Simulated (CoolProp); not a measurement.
Vapour-liquid equilibrium of acetone (1) + n-heptane (2) at 134.85 °C; x and y are mole fractions of (1).

Model: multi-fluid Helmholtz-energy mixture model, Lemmon 2006 and Span 2003; pair parameters Bell 2016, in CoolProp.

| x | bubble pressure (MPa) | y at the bubble point | dew pressure at overall composition x (MPa) | liquid density (mol/L) |
|---|---|---|---|---|
| 0.05 | 0.3417 | … | … | 5.893 |
| 0.125 | 0.4391 | 0.428 | 0.3006 | 6.096 |
| 0.2 | 0.5180 | 0.535 | 0.3267 | 6.316 |
| 0.275 | 0.5817 | 0.604 | 0.3573 | 6.555 |
| 0.35 | 0.6332 | 0.655 | 0.3937 | 6.817 |
| 0.425 | 0.6755 | 0.694 | 0.4373 | 7.107 |
| 0.5 | 0.7109 | 0.728 | 0.4899 | 7.431 |
| 0.575 | 0.7412 | 0.758 | 0.5535 | 7.795 |
| 0.65 | 0.7676 | … | 0.6283 | 8.207 |
| 0.725 | 0.7908 | 0.821 | 0.7081 | 8.677 |
| 0.8 | 0.8109 | 0.857 | 0.7764 | 9.215 |
| 0.875 | 0.8270 | 0.900 | 0.8188 | 9.833 |
| 0.95 | 0.8371 | 0.954 | 0.8367 | 10.55 |

Question: Some entries are withheld; supply them.

Answer: 
- 0.05, y at the bubble point: 0.238
- 0.05, dew pressure at overall composition x (MPa): 0.2781
- 0.65, y at the bubble point: 0.789

No azeotrope shows between x = 0.05 and 0.95.

The pair parameters rest on a limited set of measurements; away from them the model extrapolates.
